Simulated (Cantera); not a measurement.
Cantera run:

```python
import numpy as np
import cantera as ct

gas_names = [...]  # 110 gases of nasa_gas.yaml made of C, H, O
cond_names = """
    C(gr) C6H6(L) C7H8(L) C8H18(L),n-octa H2O(s) H2O(L)
""".split()


# ... load() reads the species with a 1 bar reference pressure and builds the phases ...
atoms = {
    'C2H2': {'C': 2, 'H': 2},
    'O2': {'O': 2},
}
top_T = {'C(gr)': 4500}  # K; cautious upper limits of use, not melting points


# ... equilibrate(T, P, feed) seeds the gas with the atoms and calls Mixture.equilibrate('TP', solver="vcs", rtol=1e-11, max_steps=5000) ...
results = []
feed = {'C2H2': 1, 'O2': 0.0075}  # mol
P = 290000  # Pa
for T in [675, 725, 775, 825, 875, 925, 975, 1025, 1075]:
    mix = equilibrate(T, P, feed)
    results.append((T, P, feed, dict(zip(mix.species_names, mix.species_moles))))
    x = sorted(zip(gas.X, gas.species_names), reverse=True)
    print(f"T = {T:g} K  P = {P:g} Pa  gas = {mix.phase_moles(0):.4g} mol")
    print("   x: " + "  ".join(f"{s} {v:.3e}" for v, s in x if v > 1e-05))
    print("   condensed (mol): " + ("  ".join(f"{mix.phase(i).name} {mix.phase_moles(i):.4g}"
          for i in range(1, mix.n_phases) if mix.phase_moles(i) > 1e-12) or "none"))
```

Result:

```
T = 675 K  P = 290000 Pa  gas = 0.5458 mol
   x: CH4 8.324e-01  H2 1.402e-01  H2O 2.711e-02  CO2 1.527e-04  CO 6.589e-05  C2H6 1.372e-05
   condensed (mol): C(gr) 1.546
T = 725 K  P = 290000 Pa  gas = 0.5717 mol
   x: CH4 7.495e-01  H2 2.244e-01  H2O 2.568e-02  CO 2.053e-04  CO2 1.768e-04  C2H6 1.654e-05
   condensed (mol): C(gr) 1.571
T = 775 K  P = 290000 Pa  gas = 0.6079 mol
   x: CH4 6.456e-01  H2 3.299e-01  H2O 2.373e-02  CO 5.493e-04  CO2 1.994e-04  C2H6 1.787e-05
   condensed (mol): C(gr) 1.607
T = 825 K  P = 290000 Pa  gas = 0.6549 mol
   x: CH4 5.285e-01  H2 4.488e-01  H2O 2.118e-02  CO 1.290e-03  CO2 2.173e-04  C2H6 1.726e-05
   condensed (mol): C(gr) 1.653
T = 875 K  P = 290000 Pa  gas = 0.7107 mol
   x: H2 5.691e-01  CH4 4.100e-01  H2O 1.799e-02  CO 2.674e-03  CO2 2.230e-04  C2H6 1.494e-05
   condensed (mol): C(gr) 1.707
T = 925 K  P = 290000 Pa  gas = 0.7707 mol
   x: H2 6.781e-01  CH4 3.026e-01  H2O 1.420e-02  CO 4.856e-03  CO2 2.056e-04  C2H6 1.170e-05
   condensed (mol): C(gr) 1.763
T = 975 K  P = 290000 Pa  gas = 0.8286 mol
   x: H2 7.674e-01  CH4 2.146e-01  H2O 1.017e-02  CO 7.607e-03  CO2 1.612e-04
   condensed (mol): C(gr) 1.816
T = 1025 K  P = 290000 Pa  gas = 0.8787 mol
   x: H2 8.346e-01  CH4 1.485e-01  CO 1.027e-02  H2O 6.593e-03  CO2 1.052e-04
   condensed (mol): C(gr) 1.86
T = 1075 K  P = 290000 Pa  gas = 0.9179 mol
   x: H2 8.820e-01  CH4 1.017e-01  CO 1.226e-02  H2O 3.963e-03  CO2 5.924e-05
   condensed (mol): C(gr) 1.895
```

Method: chemical equilibrium by Gibbs-energy minimisation in Cantera with the NASA 1993 tables (ideal gas, pure condensed phases).
